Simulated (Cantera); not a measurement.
# Equilibrium for silicates and aluminates: SiO₂ + Al₂O₃ + H₂

A closed system holds: 1 mol SiO₂, 2.1 mol Al₂O₃, 18 mol H₂, equilibrated at 1873.15 K.

Method: chemical equilibrium by Gibbs-energy minimisation in Cantera with the NASA 1993 tables (ideal gas, pure condensed phases). Candidate condensed phases: Al, Al₂O₃, Al₂SiO₅, Al₆Si₂O₁₃, H₂O, Si, SiO₂; 28 gas species. Mutual solubility and eutectic melting of coexisting phases are not modelled. Condensed phases not in the tables: alloys, solid solutions and most ternary compounds. The numbers say what is thermodynamically allowed, not how fast it happens.

From 0.000100 bar to 0.000420 bar the condensed part is Al₂O₃(s). From 0.00180 bar to 10.0 bar the condensed part is Al₂O₃(s) + Al₆Si₂O₁₃(mullite). The main Si-bearing gas is SiO throughout.

| P (Pa) | x H₂ | x H | x SiO | x H₂O | x OH | x O | x SiO₂ | x AlOH | n Al₂O₃(s) | n Al₆Si₂O₁₃(mullite) |
|---|---|---|---|---|---|---|---|---|---|---|
| 10 | 0.839 | 0.0592 | 0.0511 | 0.0508 | 0.000278 | 1.49e-5 | 8.81e-6 | 2.85e-6 | 2.10 | 0 |
| 42 | 0.867 | 0.0294 | 0.0518 | 0.0517 | 0.000136 | 3.49e-6 | 8.81e-6 | 1.43e-6 | 2.10 | 0 |
| 180 | 0.906 | 0.0145 | 0.0399 | 0.0398 | 4.95e-5 | 6.00e-7 | 5.00e-6 | 8.20e-7 | 1.73 | 0.123 |
| 750 | 0.953 | 0.00728 | 0.0200 | 0.0200 | 1.19e-5 | 6.88e-8 | 1.20e-6 | 5.96e-7 | 1.15 | 0.315 |
| 3200 | 0.977 | 0.00357 | 0.00982 | 0.00982 | 2.79e-6 | 7.71e-9 | 2.81e-7 | 4.23e-7 | 0.868 | 0.411 |
| 13000 | 0.988 | 0.00178 | 0.00490 | 0.00490 | 6.86e-7 | 9.36e-10 | 6.93e-8 | 3.00e-7 | 0.733 | 0.456 |
| 56000 | 0.994 | 0.000861 | 0.00237 | 0.00237 | 1.59e-7 | 1.04e-10 | 1.61e-8 | 2.09e-7 | 0.664 | 0.479 |
| 240000 | 0.997 | 0.000417 | 0.00115 | 0.00115 | 3.72e-8 | 1.18e-11 | 3.75e-9 | 1.46e-7 | 0.631 | 0.490 |
| 1000000 | 0.999 | 0.000204 | 0.000561 | 0.000562 | 8.93e-9 | 1.38e-12 | 9.00e-10 | 1.02e-7 | 0.615 | 0.495 |
x: gas mole fraction; n: condensed amount in mol.
